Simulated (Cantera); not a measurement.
A perfectly stirred reactor is fed with H2 : O2 : N2 = 0.31 : 1 : 0.37 (molar parts), equivalence ratio 0.15, at 20.0 Torr; it is held at 1325 K, and followed from long to short residence time.

Model: the H2/O2 subset of GRI-Mech 3.0, which has no nitrogen chemistry, integrated in Cantera. Radical loss at walls, strong at low pressure, is not modelled. The temperature is held fixed by assumption; the heat of reaction is taken as removed at once.

Q: What does this change do: N2 0.37 to 2.7 parts?

A: 
```tsv
quantity	before	after
x(H2) at τ = 12.0 s	8.00e-5	7.52e-5
x(O2) at τ = 12.0 s	0.553	0.219
x(H2O) at τ = 12.0 s	0.203	0.0800
x(HO2) at τ = 12.0 s	1.05e-6	5.10e-7
x(O) at τ = 12.0 s	0.000329	0.000353
x(H2) at τ = 56.0 ms	0.00254	0.00209
x(O2) at τ = 56.0 ms	0.543	0.213
x(H2O) at τ = 56.0 ms	0.193	0.0728
x(HO2) at τ = 56.0 ms	8.27e-6	2.30e-6
x(O) at τ = 56.0 ms	0.0113	0.0104
```
